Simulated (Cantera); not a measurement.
Thermodynamics of iron carbonyl, mercury and lead vapours, feed PbO + CO + H₂

Input: 1 mol PbO, 0.24 mol CO, 1 mol H₂, equilibrated at 1448.15 K and 870000 Pa.

Method: chemical equilibrium by Gibbs-energy minimisation in Cantera with the NASA 1993 tables (ideal gas, pure condensed phases). Candidate condensed phases: C, C₆H₆, C₇H₈, C₈H₁₈, H₂O, Pb, PbO, PbO₂, Pb₃O₄; 113 gas species. Kinetics and transport are ignored.

| Item | Result |
|---|---|
| x(H₂O) | 0.673 |
| x(H₂) | 0.132 |
| x(CO₂) | 0.132 |
| x(CO) | 0.0613 |
| x(Pb) | 0.00168 |
| x(PbO) | 2.30e-6 |
| x(H) | 1.14e-6 |
| n(Pb(l)) | 0.998 mol |
| gas amount | 1.242 mol |
| log10 activity of C(graphite) (absent) | -3.58 |
